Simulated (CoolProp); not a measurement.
Properties of 1-butene along the isobar 7.73 MPa (Tc = 419.3 K, pc = 4.006 MPa, ω = 0.192).

The numbers come from the reference Helmholtz-energy equation of state, Lemmon 2005 in CoolProp. It is a short technical equation, of lower accuracy than the large ones.

```
T (K)   phase       Z  speed of sound (m/s)  isothermal compressibility (1/MPa)
-----  ------  ------  --------------------  ----------------------------------
156.1  liquid  0.4467                  1746                           0.0006453
164.8  liquid  0.4282                  1692                           0.0006951
173.4  liquid  0.4119                  1639                           0.0007485
182    liquid  0.3971                  1587                                   ?
190.7  liquid  0.3837                  1536                           0.0008707
199.3  liquid  0.3716                  1485                           0.0009401
208    liquid       ?                  1436                            0.001017
216.6  liquid  0.3506                  1387                                   ?
225.3  liquid  0.3415                     ?                            0.001194
233.9  liquid  0.3332                  1292                            0.001296
242.5  liquid       ?                  1246                            0.001409
251.2  liquid  0.3188                  1200                                   ?
259.8  liquid  0.3125                  1155                            0.001678
268.5  liquid  0.3068                  1111                            0.001839
277.1  liquid  0.3016                  1067                                   ?
```

### Question
Complete the blanks.

### Answer

- 182, isothermal compressibility (1/MPa): 0.0008066
- 208, Z: 0.3606
- 216.6, isothermal compressibility (1/MPa): 0.001101
- 225.3, speed of sound (m/s): 1339
- 242.5, Z: 0.3257
- 251.2, isothermal compressibility (1/MPa): 0.001537
- 277.1, isothermal compressibility (1/MPa): 0.002018
